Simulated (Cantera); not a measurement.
A closed system holds: 1 mol S, 7.5 mol H₂, equilibrated at 2.48 Torr.

Equilibrium computed with Cantera from the NASA thermochemical tables; the gas is ideal and each condensed phase is pure. Candidate condensed phases: S; 7 gas species. Equilibrium is a limit: real reactors are often held back by kinetics, nucleation or transport.

Question: At 3098 K, list the 5 most abundant gas species with their mole fractions, and the condensed phases.

Answer: H 0.877, S 0.0650, H₂ 0.0568, SH 0.000908, S₂ 0.000125. Condensed: gas only.
